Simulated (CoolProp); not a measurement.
Vapour-liquid equilibrium of dimethyl ether (1) + R134a (2) at -75.65 °C; x and y are mole fractions of (1).

Model: multi-fluid Helmholtz-energy mixture model, Wu 2011 and Tillner-Roth 1994; pair parameters Bell 2016, in CoolProp.

**Question.** Give the bubble pressure and the first vapour's composition at x = 0.05, 0.35, 0.875. Is there an azeotrope?

**Answer.** x = 0.05: 0.05139 bar, y = 0.038; x = 0.35: 0.04828 bar, y = 0.327; x = 0.875: 0.05293 bar, y = 0.917. y crosses x between x = 0.425 and 0.5: the model has an azeotrope there.

Pair parameters are fitted to limited data, so mixtures are less certain than the pure fluids.
